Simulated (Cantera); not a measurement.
An isothermal, constant-pressure homogeneous reactor starts with N2O : H2O = 2.1 : 0.0058 (molar parts), at 1525 K and 0.132 atm.

Cantera simulation using GRI-Mech 3.0 (53 species, 325 reactions); the numbers are that mechanism's predictions, not measurements. GRI-Mech 3.0 was tuned for natural gas; its chemistry of N2O as a main component is partial and can be far from experiment. The temperature is held fixed by assumption; the heat of reaction is taken as removed at once.

One state of this run: x N2O = 0.469; x H2O = 0.00223; x N2 = 0.309; x O2 = 0.133; x HO2 = 4.39e-7; x OH = 8.00e-5; x H2O2 = 9.31e-10. x: mole fraction; the columns are a selection and need not sum to one.

**Question.** Which value of t (s) does it belong to?
(A) 0.000702
(B) 1.00
(C) 0.0548
(D) 0.234

**Answer.** C, 0.0548
